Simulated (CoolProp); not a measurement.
Vapour-liquid equilibrium of methanol (1) + acetone (2) at 112.75 °C; x and y are mole fractions of (1).

Model: multi-fluid Helmholtz-energy mixture model, de Reuck 1993 and Lemmon 2006; pair parameters Bell 2016, in CoolProp.

Problem. Give the bubble pressure and the first vapour's composition at x = 0.45, 0.75, 0.85. Is there an azeotrope?

Solution. x = 0.45: 573.8 kPa, y = 0.467; x = 0.75: 566.4 kPa, y = 0.718; x = 0.85: 553.9 kPa, y = 0.814. y crosses x between x = 0.45 and 0.55: the model has an azeotrope there.

The pair parameters rest on a limited set of measurements; away from them the model extrapolates.
